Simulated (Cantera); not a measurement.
**Moist CO burnout**

A perfectly stirred reactor is fed with 0.182 % CO, 8.99 % O2, 0.0363 % H2O, 90.8 % N2, equivalence ratio 0.010, at 3750 Torr; it is held at 1148 K, and followed from long to short residence time.

Model: GRI-Mech 3.0 (53 species, 325 reactions), integrated in Cantera.

```tsv
τ (s)	x CO	x O2	x H2O	x O	x HO2
1.9	0.000442	0.0893	0.000363	2.93e-7	5.46e-7
0.77	0.000779	0.0894	0.000363	3.99e-7	7.30e-7
0.31	0.00117	0.0896	0.000363	4.91e-7	8.82e-7
0.13	0.00147	0.0897	0.000363	5.47e-7	9.69e-7
0.051	0.00167	0.0898	0.000363	5.63e-7	9.86e-7
0.021	0.00176	0.0899	0.000363	5.28e-7	9.14e-7
0.0084	0.00180	0.0899	0.000363	3.95e-7	6.64e-7
```
x: mole fraction; the columns are a selection and need not sum to one.
